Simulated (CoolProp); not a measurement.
R142b at 293.15 K and 0.237 MPa is throttled through a valve to 0.11 MPa with no heat exchange. Each further row changes one setting.

Computed with CoolProp (reference Helmholtz-energy equation of state, Lemmon 2006). It is a short technical equation, of lower accuracy than the large ones.

| case | temperature change (K) | final density (kg/m³) |
|---|---|---|
| as stated | -3.9 | 4.75 |
| outlet pressure 0.033 MPa | -6.3 | 1.40 |
| outlet pressure 0.143 MPa | -2.9 | 6.21 |
